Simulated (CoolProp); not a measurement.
Vapour pressure (MPa) of propylene: the reference equation beside estimates from Tc = 91.1 °C, pc = 4.555 MPa, ω = 0.146.

The numbers come from the reference Helmholtz-energy equation of state, Lemmon 2013 in CoolProp.

| T (°C) | reference | Lee-Kesler | van der Waals | Soave-Redlich-Kwong | Peng-Robinson |
|---|---|---|---|---|---|
| -27.55 | 0.2323 | 0.2317 | 0.7526 | 0.2316 | 0.2322 |
| -21.05 | 0.2945 | 0.2943 | 0.8620 | 0.2942 | 0.2940 |
| -14.55 | 0.3686 | 0.3689 | 0.9814 | 0.3689 | 0.3677 |
| -8.05 | 0.4558 | 0.4568 | 1.111 | 0.4571 | 0.4546 |
| -1.55 | 0.5575 | 0.5592 | 1.251 | 0.5601 | 0.5561 |
| 4.95 | 0.6752 | 0.6775 | 1.403 | 0.6796 | 0.6737 |
| 11.45 | 0.8103 | 0.8132 | 1.565 | 0.8169 | 0.8089 |
| 17.95 | 0.9643 | 0.9676 | 1.739 | 0.9735 | 0.9633 |

Absolute difference from the reference over all 8 rows, mean and median: Lee-Kesler 0.2 and 0.3 %, van der Waals 141.5 and 134.1 %, Soave-Redlich-Kwong 0.5 and 0.4 %, Peng-Robinson 0.2 and 0.2 %.
